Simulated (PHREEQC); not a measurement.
Consider water at 39 °C with 0.054 mol/kgw NaHSO4, 0.0074 mol/kgw NH3 and 0.00058 mol/kgw NaCl. Closed to the air; pH follows from the charge balance.

Model: ion-association model, phreeqc.dat, run in PHREEQC.

Q: The ionic strength comes out as 0.104 mol/kgw. What activity coefficients do NH4+, H+, HSO4-, NaSO4-, SO4-2 get?

A: NH4+ 0.74, H+ 0.82, HSO4- 0.77, NaSO4- 0.78, SO4-2 0.36.

This is a speciation only: nothing precipitates in the calculation. Constants without temperature data keep their 25 °C values here.
